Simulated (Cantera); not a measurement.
A closed system holds: 1 mol Fe, 1.1 mol Cl₂, 9.4 mol H₂, 0.056 mol HCl, equilibrated at 290000 Pa.

Equilibrium computed with Cantera from the NASA thermochemical tables; the gas is ideal and each condensed phase is pure. Candidate condensed phases: Fe, FeCl₂, FeCl₃; 11 gas species. Kinetics and transport are ignored. All values below are at 1302 °C.

Base state: H₂ 0.813, HCl 0.160, FeCl₂ 0.0268, Fe₂Cl₄ 4.82e-5, H 2.20e-5 (mole fractions); condensed: Fe(γ).

Task: What changes in the equilibrium state with this change: HCl from 0.056 to 2.1 mol?

Result: 
| species | before | after |
|---|---|---|
| H₂ | 0.813 | 0.718 |
| HCl | 0.160 | 0.223 |
| FeCl₂ | 0.0268 | 0.0588 |
| Fe₂Cl₄ | 4.82e-5 | 0.000233 |
| FeCl₃ | 6.27e-6 | 2.04e-5 |
| H | 2.20e-5 | 2.07e-5 |
| Fe(γ), mol | 0.716 | 0.253 |
